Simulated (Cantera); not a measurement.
Input (Python, Cantera):

```python
import numpy as np
import cantera as ct

surf = ct.Interface("ptcombust.yaml", "Pt_surf")
gas = surf.adjacent["gas"]
gas.TPX = 300, 16000, {'CH4': 0.016, 'O2': 0.05, 'N2': 0.79}
jet = ct.ImpingingJet(gas=gas, width=0.069, surface=surf)
jet.inlet.mdot, jet.inlet.T, jet.inlet.X = 0.19, 300, {'CH4': 0.016, 'O2': 0.05, 'N2': 0.79}
jet.set_refine_criteria(ratio=10, slope=0.2, curve=0.3)
show, cover = ['CH4', 'O2', 'H2O', 'OH', 'CO', 'CO2'], ["PT(S)", "H(S)", "O(S)", "OH(S)", "CO(S)", "C(S)"]

rows = []
print(f"{'Ts/K':>7s}" + "".join(f"{s:>11s}" for s in show + cover) + "   (gas at the wall, coverages)")
for i, Ts in enumerate([900, 950, 1000, 1050, 1100]):
    jet.surface.T = Ts
    if i == 0:
        surf.TP = Ts, 16000
        surf.coverages = "PT(S):0.5, O(S):0.5"
        surf.advance_coverages(1.0)
        jet.set_initial_guess(products="inlet")
    jet.solve(loglevel=0, auto=(i == 0))
    rows.append([*(jet.X[gas.species_index(s), -1] for s in show), *surf[cover].coverages])
    print(f"{Ts:7g}" + "".join(f"{x:11.3e}" for x in rows[-1]))
```

Output:

```
   Ts/K        CH4         O2        H2O         OH         CO        CO2      PT(S)       H(S)       O(S)      OH(S)      CO(S)       C(S)   (gas at the wall, coverages)
    900  1.050e-02  4.105e-02  1.526e-02  1.822e-08  4.263e-06  1.003e-02  2.230e-01  9.606e-08  7.756e-01  1.367e-03  1.151e-05  4.093e-08
    950  7.488e-03  3.467e-02  2.081e-02  5.652e-08  4.272e-06  1.371e-02  3.000e-01  2.460e-07  6.985e-01  1.434e-03  8.386e-06  4.013e-08
   1000  5.381e-03  3.023e-02  2.465e-02  1.500e-07  4.222e-06  1.627e-02  3.781e-01  5.211e-07  6.206e-01  1.374e-03  5.789e-06  3.618e-08
   1050  4.012e-03  2.735e-02  2.712e-02  3.549e-07  4.260e-06  1.793e-02  4.535e-01  9.691e-07  5.452e-01  1.252e-03  3.995e-06  3.179e-08
   1100  3.113e-03  2.548e-02  2.872e-02  7.611e-07  4.429e-06  1.900e-02  5.256e-01  1.656e-06  4.733e-01  1.109e-03  2.834e-06  2.810e-08
```

Computed with Cantera and Deutschmann's 1995 Pt surface mechanism with GRI-Mech 3.0 gas chemistry. Catalytic surfaces can have several steady states; this one follows from the mechanism file's or the stated starting coverage.
